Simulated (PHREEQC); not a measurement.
Consider water at 60 °C with 0.57 mol ZnBr2 and 0.0015 mol CaSO4 per kg of water. Closed to the air; pH follows from the charge balance.

The numbers come from PHREEQC with the ion-association model, phreeqc.dat.

Each row changes one thing in this solution. No solid was allowed to form.

```tsv
case	pH	ZnBr+ (mol/kgw)	ZnBr2 (mol/kgw)	ZnSO4 (mol/kgw)	SO4-2 (mol/kgw)	ZnOH+ (mol/kgw)	SI of Gypsum (CaSO4:2H2O)
as made	4.60	0.0112	0.00155	0.000913	0.000581	3.52e-5	-3.01
diluted 2-fold with water	4.65	0.00488	0.000373	0.000466	0.000281	3.09e-5	-3.51
diluted 100-fold with water	5.20	9.85e-6	3.35e-8	5.45e-6	9.53e-6	7.10e-6	-5.66
CaSO4 from 0.0015 to 0.00225 mol/kgw	4.61	0.0111	0.00155	0.00137	0.000871	3.52e-5	-2.66
CaSO4 from 0.0015 to 0.003 mol/kgw	4.61	0.0111	0.00154	0.00182	0.00116	3.53e-5	-2.41
0.43 mol/kgw HBr added	0.52	0.0122	0.00232	0.000204	0.000172	2.32e-9	-3.56
diluted 10-fold with water	4.84	0.000463	1.03e-5	8.65e-5	6.32e-5	1.82e-5	-4.42
```

The ionic strength passes 0.7 mol/kgw, the rough limit of the ion-association models, in as made; diluted 2-fold with water; CaSO4 from 0.0015 to 0.00225 mol/kgw; CaSO4 from 0.0015 to 0.003 mol/kgw; 0.43 mol/kgw HBr added. Complexes and solids missing from the database can't appear. At this temperature some constants are extrapolated from 25 °C, and those without enthalpy data are left unchanged.
